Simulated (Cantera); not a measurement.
Charge: 1 mol TEOS, 19 mol CO₂, 8.8 mol O₃, at 775 °C and 1.33 mbar.

These are equilibrium values from Cantera (NASA tables, ideal gas, pure condensed phases), not measurements of a reactor. Candidate condensed phases: C, C₆H₆, C₇H₈, C₈H₁₈, H₂O, Si, SiC, SiO₂; 123 gas species. The feed counts by its element totals alone. The numbers say what is thermodynamically allowed, not how fast it happens.

Base state: CO₂ 0.707, H₂O 0.262, O₂ 0.0314 (mole fractions); condensed: SiO₂(β-quartz).

Question: What changes in the equilibrium state with this change: 0.57 mol H₂ added?

Answer: 
```json
[
 {"species": "CO₂", "before": "0.707", "after": "0.702"},
 {"species": "H₂O", "before": "0.262", "after": "0.275"},
 {"species": "O₂", "before": "0.0314", "after": "0.0238"},
 {"species": "SiO₂(β-quartz), mol", "before": "1.00", "after": "1.00"}
]
```
